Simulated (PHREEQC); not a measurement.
A solution holds 0.016 mol/kgw HF, 0.0024 mol/kgw NH4F and 0.002 mol/kgw (NH4)2SiF6, at 3.7 °C. It is in equilibrium with CO2 at log p = -3.4 (atm). Otherwise closed; pH follows from the charge balance.

Computed with PHREEQC (ion-association model, phreeqc.dat).

This is a speciation only: nothing precipitates in the calculation.

Predict the pH, ionic strength.

pH 2.57; ionic strength 0.0113 mol/kgw.

In which forms is F present?

HF 42 %, SiF6-2 39 %, F- 17 %, HF2- 1.3 % of the F.

Species that the database lacks are ignored. Constants without temperature data keep their 25 °C values here. SiF6-2 is the database's only silicon fluoride.
